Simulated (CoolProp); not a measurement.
Properties of carbonyl sulfide at several states (Tc = 378.8 K, pc = 6369 kPa, ω = 0.098).

Model: reference Helmholtz-energy equation of state, Lemmon 2006, in CoolProp. It is a short technical equation, of lower accuracy than the large ones.

| T (K) | p (kPa) | phase | density (kg/m³) | cp (kJ/(kg K)) | expansivity (1/kK) | fugacity coefficient |
|---|---|---|---|---|---|---|
| 264.2 | 26000 | liquid | 1132 | 1.169 | 1.704 | 0.03284 |
| 469.1 | 11100 | supercritical | 253.2 | 1.416 | 6.920 | 0.7298 |
| 611.5 | 86.1 | gas | 1.018 | 0.8576 | 1.641 | 0.9991 |
